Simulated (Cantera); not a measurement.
Feed: 1 mol SiF4, 4.3 mol NO, held at 1673.15 K and 0.133 bar.

Cantera equilibrium calculation (NASA polynomials, part measured and part estimated; ideal gas, pure solids and liquids). Candidate condensed phases: Si, SiO2, Si2N2O, Si3N4; 28 gas species. The numbers say what is thermodynamically allowed, not how fast it happens.

Base state: N2 0.404, O2 0.404, SiF4 0.189, NO 0.00260, O 5.83e-5 (mole fractions); condensed: gas only.

What changes in the equilibrium state with this change: SiF4 replaced by SiH4?


```json
[
 {"species": "N2", "before": "0.404", "after": "0.499"},
 {"species": "H2O", "before": "0", "after": "0.465"},
 {"species": "O2", "before": "0.404", "after": "0.0343"},
 {"species": "SiF4", "before": "0.189", "after": "0"},
 {"species": "OH", "before": "0", "after": "0.000685"},
 {"species": "H2", "before": "0", "after": "0.000104"},
 {"species": "O", "before": "5.83e-5", "after": "1.70e-5"},
 {"species": "NO", "before": "0.00260", "after": "0.000842"},
 {"species": "SiO2(β-quartz), mol", "before": "0", "after": "1.00"}
]
```
The tables hold silica as quartz up to 1696 K and as liquid above; real silica turns to tridymite and cristobalite and melts near 1996 K. Gases not in the tables: Si(OH)4. Further candidate phases: H2O.

What changes in the equilibrium state with this change: 0.89 mol HCl added?


```json
[
 {"species": "N2", "before": "0.404", "after": "0.337"},
 {"species": "O2", "before": "0.404", "after": "0.317"},
 {"species": "SiF4", "before": "0.189", "after": "0.137"},
 {"species": "HF", "before": "0", "after": "0.0797"},
 {"species": "HCl", "before": "0", "after": "0.0583"},
 {"species": "Cl", "before": "0", "after": "0.0537"},
 {"species": "Cl2", "before": "0", "after": "0.0139"},
 {"species": "H2O", "before": "0", "after": "0.000955"},
 {"species": "ClO", "before": "0", "after": "0.000222"},
 {"species": "OH", "before": "0", "after": "5.42e-5"},
 {"species": "SiO2(β-quartz), mol", "before": "0", "after": "0.127"}
]
```
The tables hold silica as quartz up to 1696 K and as liquid above; real silica turns to tridymite and cristobalite and melts near 1996 K. Further candidate phases: H2O, NH4Cl.
